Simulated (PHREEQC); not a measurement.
## Hard or scaling water: an equilibrium model

Dissolve 0.0013 mol/kgw CaSO4, 5.4e-06 mol/kgw CO2 and 0.014 mol/kgw KCl at 25 °C. Closed to the air; pH follows from the charge balance.

Model: ion-association model, wateq4f.dat, run in PHREEQC.

Each row changes one thing in this solution. Precipitation was switched off in this run.

```
case                                  pH  ionic strength (mol/kgw)  CO2 (mol/kgw)  HCO3- (mol/kgw)  CO3-2 (mol/kgw)
----------------------------------  ----  ------------------------  -------------  ---------------  ---------------
as made                             5.89                    0.0187        3.87e-6          1.52e-6         8.14e-11
CaSO4 from 0.0013 to 0.013 mol/kgw   ___                    0.0508        3.55e-6          1.75e-6         1.31e-10
diluted 2-fold with water            ___                   0.00943        1.72e-6          9.71e-7         7.00e-11
KCl from 0.014 to 0.0014 mol/kgw    5.89                   0.00603        3.91e-6          1.47e-6         6.84e-11
CaSO4 left out                       ___                    0.0140        3.93e-6          1.47e-6         7.29e-11
0.00045 mol/kgw (CH3)4NCl added     5.89                    0.0191        3.86e-6          1.52e-6         8.18e-11
```

Problem. Some entries are withheld; supply them.

Solution. 
- CaSO4 from 0.0013 to 0.013 mol/kgw, pH: 5.96
- diluted 2-fold with water, pH: 6.06
- CaSO4 left out, pH: 5.87

Complexes and solids missing from the database can't appear. (CH3)4N+ isn't in the database: it is added as a free cation with an ion size of 4 Å.
